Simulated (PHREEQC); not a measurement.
Make-up at 25 °C: 0.049 mol Cu(NO3)2, 6e-05 mol HNO3 and 0.0305 mol H3BO3 per kg of water. Closed to the air; pH follows from the charge balance.

Model: ion-association model, phreeqc.dat, run in PHREEQC.

* **pH**: 4.18
* **ionic strength**: 0.147 mol/kgw
* **specific conductance**: 9220 µS/cm
* **density**: 1.005 g/cm³
* **total alkalinity**: -0.0600 meq/kg

| species | molality | activity | log γ |
|---|---|---|---|
| NO3- | 0.0981 | 0.0707 | -0.142 |
| Cu+2 | 0.0490 | 0.0176 | -0.446 |
| H3BO3 | 0.0305 | 0.0316 | 0.015 |
| H+ | 8.22e-5 | 6.65e-5 | -0.092 |
| Cu2(OH)2+2 | 9.05e-6 | 3.03e-6 | -0.475 |
| CuOH+ | 3.55e-6 | 2.63e-6 | -0.130 |

No solid was allowed to form.
